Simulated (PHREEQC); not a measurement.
0.82 g of hydrous ferric oxide (600 m²/g; 0.2 weak and 0.005 strong sites per Fe, Dzombak-Morel constants, diffuse double layer) in 1 kg of water with 0.001 mol/kgw of an inert sodium salt and 2.6e-05 mol/kgw MgCl2, at 25 °C; the pH is set by adding NaOH or the inert anion's acid. Oxygen alone is held at its pressure in air (log pO2 = -0.68). The system is closed to CO2. Precipitation was switched off in this run.

Computed with PHREEQC (ion-association model, wateq4f.dat).

```tsv
pH	Mg sorbed (%)	surface charge σ (C/m²)	surface potential ψ (mV)
3	0.0	0.267	229
3.5	0.0	0.190	221
4	0.0	0.129	207
4.5	0.0	0.085	189
5	0.0	0.054	168
5.5	0.0	0.033	145
6	0.0	0.020	119
6.5	0.3	0.011	92
7	2.5	0.006	64
7.5	19.6	0.003	36
8	69.5	0.001	7
8.5	95.6	-0.002	-21
9	99.5	-0.004	-50
```

The oxide is taken as insoluble; below pH 4 it would dissolve.
